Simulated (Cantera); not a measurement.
Feed: 1 mol ZrN, 1.9 mol H2, held at 133 Pa.

Method: chemical equilibrium by Gibbs-energy minimisation in Cantera with the NASA 1993 tables (ideal gas, pure condensed phases). Candidate condensed phases: Zr, ZrN; 11 gas species. ZrN: taken at fixed stoichiometry. Rates play no part. All values below are at 2000 °C.

Base state: H2 0.795, H 0.205, Zr 0.000117, N2 5.83e-5 (mole fractions); condensed: ZrN(s).

Problem. What changes in the equilibrium state with this change: pressure from 133 Pa to 30.0 Pa?

Solution. 
```
species        before     after
-----------  --------  --------
H2              0.795     0.618
H               0.205     0.381
Zr           0.000117  0.000519
N2            5.83e-5  0.000259
ZrN(s), mol     1.000     0.999
```
